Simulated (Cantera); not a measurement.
What does this Cantera script print?

```python
import numpy as np
import cantera as ct

gas_names = """
    N NO NO2 NO3 N2 N2O O O2 O3 Si SiN SiO SiO2 Si2 Si2N Si3
""".split()
cond_names = """
    Si(cr) Si(L) SiO2(Lqz) SiO2(hqz) SiO2(L) Si2N2O(s) Si3N4(a)
""".split()


def load(file, names, dense=False):
    # The tables refer to 1 bar. Condensed volumes are neglected.
    table = {s.name: s for s in ct.Species.list_from_file(file)}
    out = []
    for n in names:
        d = dict(table[n].input_data)
        d["thermo"] = dict(d["thermo"], **{"reference-pressure": 1e5})
        if dense:
            d["equation-of-state"] = {"model": "constant-volume", "density": "1e6 g/cm^3"}
        out.append(ct.Species.from_dict(d))
    return out


gas = ct.Solution(thermo="ideal-gas", species=load("nasa_gas.yaml", gas_names))
cond = {s.name: ct.Solution(thermo="fixed-stoichiometry", species=[s], name=s.name)
        for s in load("nasa_condensed.yaml", cond_names, dense=True)}
atoms = {
    'Si': {'Si': 1},
    'O2': {'O': 2},
    'N2': {'N': 2},
}
top_T = {'Si2N2O(s)': 2100, 'Si3N4(a)': 2400}  # K; cautious upper limits of use, not melting points


def equilibrate(T, P, feed):
    n = {}
    for name, mol in feed.items():
        for a, k in atoms[name].items():
            n[a] = n.get(a, 0.0) + k * mol
    gas.TPX = T, P, n
    mass = sum(n.values()) * gas.mean_molecular_weight
    gas.equilibrate("TP")
    valid = [c for c in cond.values() if c.min_temp <= T <= top_T.get(c.name, c.max_temp)]
    mix = ct.Mixture([(gas, mass / gas.mean_molecular_weight)] + [(c, 0.0) for c in valid])
    mix.T, mix.P = T, P
    mix.equilibrate("TP", solver="vcs", rtol=1e-11, max_steps=5000)
    return mix


results = []
feed = {'Si': 1, 'O2': 0.08, 'N2': 3.3}  # mol
T = 1448  # K
for P in [0.1, 0.6, 3.6, 22, 130, 770, 4600, 28000, 170000, 1000000]:
    mix = equilibrate(T, P, feed)
    results.append((T, P, feed, dict(zip(mix.species_names, mix.species_moles))))

top = {s: max(r[3][s] / sum(r[3][g] for g in gas_names) for r in results) for s in gas_names}
cols = sorted((s for s in top if top[s] > 1e-05), key=lambda s: -top[s])[:7]
seen = [c for c in cond_names if any(r[3].get(c, 0) > 1e-12 for r in results)]
print("log10 of partial pressures in bar; condensed amounts in mol")
print(f"{'P/Pa':>10s}" + "".join(f"{s[:9]:>10s}" for s in cols + seen))
for T, P, feed, n in results:
    ng = sum(n[g] for g in gas_names)
    print(f"{P:10.4g}" + "".join(f"{np.log10(max(n[s] / ng * P / 1e5, 1e-99)):10.3f}" for s in cols)
          + "".join(f"{n.get(c, 0):10.4g}" for c in seen))
```

It prints:

```
log10 of partial pressures in bar; condensed amounts in mol
      P/Pa        N2       SiO        Si    Si(cr) Si2N2O(s)  Si3N4(a)
       0.1    -6.022    -7.336    -8.534    0.8298         0         0
       0.6    -5.243    -6.557    -8.534    0.8383         0         0
       3.6    -4.446    -6.745    -8.760         0    0.1465    0.2311
        22    -3.658    -7.008    -9.286         0    0.1588    0.2271
       130    -2.886    -7.265    -9.800         0    0.1599    0.2267
       770    -2.114    -7.522   -10.315         0      0.16    0.2267
      4600    -1.337    -7.781   -10.833         0      0.16    0.2267
   2.8e+04    -0.553    -8.043   -11.355         0      0.16    0.2267
   1.7e+05     0.230    -8.304   -11.878         0      0.16    0.2267
     1e+06     1.000    -8.560   -12.391         0      0.16    0.2267
```

Method: chemical equilibrium by Gibbs-energy minimisation in Cantera with the NASA 1993 tables (ideal gas, pure condensed phases). N2 is the only nitrogen source here; it is nearly inert below about 1500 K, so the nitride shown seldom forms there in practice. Mutual solubility and eutectic melting of coexisting phases are not modelled.
